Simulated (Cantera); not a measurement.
A perfectly stirred reactor is fed with C2H4 : H2 = 1 : 2.1 (molar parts), at 10.00 Torr; it is held at 1225 K, and followed from long to short residence time.

Detailed kinetics in Cantera: GRI-Mech 3.0 (53 species, 325 reactions). GRI-Mech 3.0 was tuned for natural gas; its chemistry of ethylene as a main component is partial and can be far from experiment. GRI-Mech 3.0 stops at C3 and has no aromatics, soot or wall deposition, so with more carbon than oxygen in the feed, carbon stays in small species such as C2H2 where larger ones or solid carbon would form. Radical loss at walls, strong at low pressure, is not modelled.

Q: What does this change do: H2 2.1 to 7 parts?

A: 
```
quantity                  before     after
----------------------  --------  --------
x(C2H4) at τ = 1.30 s      0.294     0.114
x(H2) at τ = 1.30 s        0.684     0.876
x(CH3) at τ = 1.30 s     7.84e-8   4.50e-8
x(C2H6) at τ = 1.30 s   0.000169   9.18e-5
x(H) at τ = 1.30 s       3.58e-6   4.80e-6
x(C2H4) at τ = 44.0 ms     0.322     0.125
x(H2) at τ = 44.0 ms       0.677     0.875
x(CH3) at τ = 44.0 ms   1.10e-11  3.58e-12
x(C2H6) at τ = 44.0 ms   6.70e-8   2.51e-8
x(H) at τ = 44.0 ms      1.15e-8   8.78e-9
```

Q: What does this change do: pressure from 10.00 Torr to 1.01 bar?

A: 
| quantity | before | after |
|---|---|---|
| x(C2H4) at τ = 1.30 s | 0.294 | 0.200 |
| x(H2) at τ = 1.30 s | 0.684 | 0.559 |
| x(CH3) at τ = 1.30 s | 7.84e-8 | 1.27e-5 |
| x(C2H6) at τ = 1.30 s | 0.000169 | 0.0119 |
| x(H) at τ = 1.30 s | 3.58e-6 | 1.85e-6 |
| x(C2H4) at τ = 44.0 ms | 0.322 | 0.284 |
| x(H2) at τ = 44.0 ms | 0.677 | 0.660 |
| x(CH3) at τ = 44.0 ms | 1.10e-11 | 4.51e-6 |
| x(C2H6) at τ = 44.0 ms | 6.70e-8 | 0.0158 |
| x(H) at τ = 44.0 ms | 1.15e-8 | 3.46e-6 |
